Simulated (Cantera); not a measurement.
A freely propagating, adiabatic, planar premixed flame of 20.7 % H₂, 16.7 % O₂, 62.7 % N₂, equivalence ratio 0.62, unburnt at 473 K and 9.87 atm; mixture-averaged transport, grid criteria slope 0.08 and curve 0.16, no radiation.

Cantera simulation using the H2/O2 subset of GRI-Mech 3.0, which has no nitrogen chemistry; the numbers are that mechanism's predictions, not measurements. The hydrogen kinetics of GRI-Mech 3.0 are dated; newer H2 mechanisms differ, most at raised pressure. Burning velocities carry a grid error of a few per cent, more on coarse grids. Lean hydrogen flames are cellular in practice and burn faster than this planar one.

Problem. Predict: laminar burning velocity; thermal thickness; peak x(OH); peak x(H₂O₂); peak x(O).

Solution. 
```
Item                         Result
------------------------  ---------
laminar burning velocity  76.8 cm/s
thermal thickness         0.0421 mm
peak x(OH)                  0.00492
peak x(H₂O₂)               0.000349
peak x(O)                   0.00166
```
